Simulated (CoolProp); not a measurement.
Oxygen at 293.15 K and 0.147 MPa flows at 11 m/s in a round tube of 1 mm bore and 1.5 µm roughness, fully developed (64/Re and Nu = 3.66 if laminar; Colebrook and Gnielinski if turbulent). Each further row changes one setting.

Computed with CoolProp (reference Helmholtz-energy equation of state, Schmidt 1985).

```csv
case,Reynolds number,Darcy friction factor,pressure drop (Pa/m),heat-transfer coefficient (W/(m² K)),mass flow (kg/h)
as stated,1050,0.0611,7140,95.0,0.0601
velocity 22 m/s,2100,0.0305,14300,95.0,0.120
diameter 2 mm,2100,0.0305,1780,47.5,0.240
```

Viscosity comes from a separate model (Lemmon 2004). Thermal conductivity comes from a separate model (Lemmon 2004).
